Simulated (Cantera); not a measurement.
Charge: 1 mol CuF₂, 0.3 mol O₂, 70 mol H₂, at 0.00133 bar.

Equilibrium computed with Cantera from the NASA thermochemical tables; the gas is ideal and each condensed phase is pure. Candidate condensed phases: Cu, CuF₂, CuO, Cu(OH)₂, Cu₂O, H₂O; 27 gas species. Equilibrium is a limit: real reactors are often held back by kinetics, nucleation or transport.

Which condensed phases are stable at each of these points (T (K)): 700, 800, 900, 1000, 1100, 1200, 1300, 1400?


```json
[
 {"T (K)": "700", "condensed phases": "Cu(s)", "Cu condensed (%)": "100.0"},
 {"T (K)": "800", "condensed phases": "Cu(s)", "Cu condensed (%)": "100.0"},
 {"T (K)": "900", "condensed phases": "Cu(s)", "Cu condensed (%)": "100.0"},
 {"T (K)": "1000", "condensed phases": "Cu(s)", "Cu condensed (%)": "100.0"},
 {"T (K)": "1100", "condensed phases": "Cu(s)", "Cu condensed (%)": "100.0"},
 {"T (K)": "1200", "condensed phases": "Cu(s)", "Cu condensed (%)": "99.9"},
 {"T (K)": "1300", "condensed phases": "Cu(s)", "Cu condensed (%)": "99.2"},
 {"T (K)": "1400", "condensed phases": "Cu(l)", "Cu condensed (%)": "92.8"}
]
```

From 700 K to 1300 K the condensed part is Cu(s). At 1400 K the condensed part is Cu(l).
